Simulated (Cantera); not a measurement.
Input: 1 mol TiO2, 70 mol HCl, equilibrated at 1000 K and 0.133 bar.

Method: chemical equilibrium by Gibbs-energy minimisation in Cantera with the NASA 1993 tables (ideal gas, pure condensed phases). Candidate condensed phases: H2O, Ti, TiCl2, TiCl3, TiCl4, TiO, TiO2, Ti2O3, Ti3O5, Ti4O7; 23 gas species. Condensed phases not in the tables: TiOCl. Rates play no part.

Base state: HCl 0.996, H2O 0.00254, TiCl4 0.00127 (mole fractions); condensed: TiO2(rutile).

What changes in the equilibrium state with this change: temperature from 1000 K to 1323.15 K?


```csv
species,before,after
HCl,0.996,0.993
H2O,0.00254,0.00445
TiCl4,0.00127,0.00222
Cl,2.35e-6,0.000273
H2,6.03e-6,0.000176
Cl2,4.87e-6,4.31e-5
"TiO2(rutile), mol",0.911,0.845
```
